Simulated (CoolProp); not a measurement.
Vapour-liquid equilibrium of benzene (1) + m-xylene (2) at 246.65 °C; x and y are mole fractions of (1).

Values from CoolProp's multi-fluid Helmholtz-energy mixture model, Thol 2012 and Zhou 2012; pair parameters Bell 2016.

| x | bubble pressure, mixture model (MPa) | bubble pressure, Raoult's law (MPa) | y, mixture model | y, Raoult's law |
|---|---|---|---|---|
| 0.05 | 1.016 | 1.031 | 0.108 | 0.138 |
| 0.125 | 1.139 | 1.175 | 0.244 | 0.304 |
| 0.2 | 1.264 | 1.319 | 0.357 | 0.433 |
| 0.275 | 1.391 | 1.463 | 0.454 | 0.537 |
| 0.35 | 1.521 | 1.607 | 0.538 | 0.622 |
| 0.425 | 1.655 | 1.751 | 0.611 | 0.693 |
| 0.5 | 1.792 | 1.895 | 0.677 | 0.753 |
| 0.575 | 1.935 | 2.039 | 0.737 | 0.805 |
| 0.65 | 2.082 | 2.183 | 0.791 | 0.850 |
| 0.725 | 2.235 | 2.327 | 0.841 | 0.890 |
| 0.8 | 2.394 | 2.471 | 0.888 | 0.924 |
| 0.875 | 2.560 | 2.615 | 0.932 | 0.955 |
| 0.95 | 2.734 | 2.759 | 0.973 | 0.983 |

The largest gap from Raoult's law is -5.5 % in bubble pressure, at x = 0.425. No azeotrope shows between x = 0.05 and 0.95.

Pair parameters are fitted to limited data, so mixtures are less certain than the pure fluids.
